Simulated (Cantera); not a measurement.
An adiabatic, constant-volume homogeneous reactor starts with CH₄ : H₂ : O₂ : N₂ = 1 : 1.2 : 2.17 : 8.15 (molar parts), at 1475 K and 5.82 atm. Integrator tolerance rtol = 1e-08.

Cantera simulation using GRI-Mech 3.0 (53 species, 325 reactions); the numbers are that mechanism's predictions, not measurements. Above 3000 K some thermodynamic fits are extrapolated.

**Question.** What does this change do: initial temperature 1475 to 1000 K?

**Answer.** 
```csv
quantity,before,after
time of steepest temperature rise,28.4 µs,11.8 ms
temperature at 0.100 s,3118 K,2955 K
equilibrium temperature,3118 K,2955 K
x(CH₄) at 0.100 s,1.60e-12 (gas-phase equilibrium 1.93e-12),2.20e-12 (gas-phase equilibrium 2.61e-12)
x(H₂) at 0.100 s,0.0449 (gas-phase equilibrium 0.0449),0.0373 (gas-phase equilibrium 0.0373)
x(O₂) at 0.100 s,0.00613 (gas-phase equilibrium 0.00613),0.00270 (gas-phase equilibrium 0.00270)
x(H₂O) at 0.100 s,0.189 (gas-phase equilibrium 0.189),0.209 (gas-phase equilibrium 0.209)
x(HCN) at 0.100 s,5.30e-8 (gas-phase equilibrium 5.30e-8),4.50e-8 (gas-phase equilibrium 4.50e-8)
x(NO) at 0.100 s,0.00844 (gas-phase equilibrium 0.00844),0.00466 (gas-phase equilibrium 0.00466)
x(CH₂) at 0.100 s,4.63e-12 (gas-phase equilibrium 4.91e-12),2.05e-12 (gas-phase equilibrium 2.21e-12)
```

**Question.** What does this change do: pressure from 5.82 atm to 2.96 atm?

**Answer.** 
| quantity | before | after |
|---|---|---|
| time of steepest temperature rise | 28.4 µs | 48.3 µs |
| temperature at 0.100 s | 3118 K | 3055 K |
| equilibrium temperature | 3118 K | 3055 K |
| x(CH₄) at 0.100 s | 1.60e-12 (gas-phase equilibrium 1.93e-12) | <1e-12 (gas-phase equilibrium <1e-12) |
| x(H₂) at 0.100 s | 0.0449 (gas-phase equilibrium 0.0449) | 0.0466 (gas-phase equilibrium 0.0466) |
| x(O₂) at 0.100 s | 0.00613 (gas-phase equilibrium 0.00613) | 0.00722 (gas-phase equilibrium 0.00722) |
| x(H₂O) at 0.100 s | 0.189 (gas-phase equilibrium 0.189) | 0.184 (gas-phase equilibrium 0.184) |
| x(HCN) at 0.100 s | 5.30e-8 (gas-phase equilibrium 5.30e-8) | 2.91e-8 (gas-phase equilibrium 2.91e-8) |
| x(NO) at 0.100 s | 0.00844 (gas-phase equilibrium 0.00844) | 0.00850 (gas-phase equilibrium 0.00850) |
| x(CH₂) at 0.100 s | 4.63e-12 (gas-phase equilibrium 4.91e-12) | 2.13e-12 (gas-phase equilibrium 2.25e-12) |
